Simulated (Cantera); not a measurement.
An isothermal, constant-pressure homogeneous reactor starts with H2 : O2 = 0.062 : 1 (molar parts), equivalence ratio 0.031, at 1425 K and 0.00130 bar. Integrator tolerance rtol = 1e-08.

Detailed kinetics in Cantera: GRI-Mech 3.0 (53 species, 325 reactions). Radical loss at walls, strong at low pressure, is not modelled. The temperature is held fixed by assumption; the heat of reaction is taken as removed at once.

**Question.** What does this change do: temperature 1425 to 1100 K?

**Answer.** 
| quantity | before | after |
|---|---|---|
| x(H2) at 5.00 s | 0.000665 (gas-phase equilibrium 1.14e-6) | 0.000211 (gas-phase equilibrium 2.28e-9) |
| x(O2) at 5.00 s | 0.913 (gas-phase equilibrium 0.940) | 0.933 (gas-phase equilibrium 0.940) |
| x(H2O2) at 5.00 s | 5.07e-9 (gas-phase equilibrium 2.76e-10) | 1.10e-8 (gas-phase equilibrium 1.90e-11) |
| x(HO2) at 5.00 s | 1.68e-7 (gas-phase equilibrium 5.00e-8) | 3.52e-7 (gas-phase equilibrium 1.81e-9) |
| x(O) at 5.00 s | 0.0236 (gas-phase equilibrium 3.75e-5) | 0.00628 (gas-phase equilibrium 6.75e-8) |
| x(H) at 5.00 s | 0.00313 (gas-phase equilibrium 2.03e-7) | 0.000973 (gas-phase equilibrium 3.45e-11) |
| x(OH) at 5.00 s | 0.00558 (gas-phase equilibrium 0.000234) | 0.00122 (gas-phase equilibrium 4.05e-6) |

**Question.** What does this change do: temperature 1425 to 1025 K?

**Answer.** 
| quantity | before | after |
|---|---|---|
| x(H2) at 5.00 s | 0.000665 (gas-phase equilibrium 1.14e-6) | 0.000123 (gas-phase equilibrium 3.13e-10) |
| x(O2) at 5.00 s | 0.913 (gas-phase equilibrium 0.940) | 0.936 (gas-phase equilibrium 0.940) |
| x(H2O2) at 5.00 s | 5.07e-9 (gas-phase equilibrium 2.76e-10) | 1.05e-8 (gas-phase equilibrium 8.09e-12) |
| x(HO2) at 5.00 s | 1.68e-7 (gas-phase equilibrium 5.00e-8) | 4.02e-7 (gas-phase equilibrium 6.23e-10) |
| x(O) at 5.00 s | 0.0236 (gas-phase equilibrium 3.75e-5) | 0.00342 (gas-phase equilibrium 8.93e-9) |
| x(H) at 5.00 s | 0.00313 (gas-phase equilibrium 2.03e-7) | 0.000509 (gas-phase equilibrium 2.15e-12) |
| x(OH) at 5.00 s | 0.00558 (gas-phase equilibrium 0.000234) | 0.000679 (gas-phase equilibrium 1.10e-6) |

**Question.** What does this change do: O2 1 to 0.7 parts?

**Answer.** 
```csv
quantity,before,after
x(H2) at 5.00 s,0.000665 (gas-phase equilibrium 1.14e-6),0.00100 (gas-phase equilibrium 1.63e-6)
x(O2) at 5.00 s,0.913 (gas-phase equilibrium 0.940),0.887 (gas-phase equilibrium 0.915)
x(H2O2) at 5.00 s,5.07e-9 (gas-phase equilibrium 2.76e-10),6.94e-9 (gas-phase equilibrium 3.84e-10)
x(HO2) at 5.00 s,1.68e-7 (gas-phase equilibrium 5.00e-8),2.19e-7 (gas-phase equilibrium 5.82e-8)
x(O) at 5.00 s,0.0236 (gas-phase equilibrium 3.75e-5),0.0243 (gas-phase equilibrium 3.71e-5)
x(H) at 5.00 s,0.00313 (gas-phase equilibrium 2.03e-7),0.00401 (gas-phase equilibrium 2.43e-7)
x(OH) at 5.00 s,0.00558 (gas-phase equilibrium 0.000234),0.00674 (gas-phase equilibrium 0.000276)
```
